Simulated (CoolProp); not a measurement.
n-perfluorohexane along the isobar 0.345 MPa: density (kg/m³) from the reference equation and from simpler models built on Tc = 174.9 °C, pc = 1.742 MPa, ω = 0.497; each cubic takes its own stable root.

Values from CoolProp's reference Helmholtz-energy equation of state, Gao 2022.

```
T (°C)   phase  reference
------  ------  ---------
4.35    liquid       1736
18.75   liquid       1695
33.15   liquid       1654
47.55   liquid       1610
61.85   liquid       1565
76.25   liquid       1516
90.65   liquid       1463
104.95     gas      43.34
119.35     gas      40.76
133.75     gas      38.59
148.15     gas      36.71
162.45     gas      35.06
176.85     gas      33.59
```

Problem. How far does each simpler model (van der Waals, Redlich-Kwong) lie from the reference over these 13 states: mean and median of the absolute difference, and the worst?

Solution. 
- van der Waals: mean 41.4 %, median 44.5 %, worst -97.1 % at 90.65 °C and 0.345 MPa
- Redlich-Kwong: mean 23.0 %, median 18.5 %, worst -97.0 % at 90.65 °C and 0.345 MPa

At some of these states van der Waals, Redlich-Kwong gives the other phase, because its saturation line lies elsewhere.
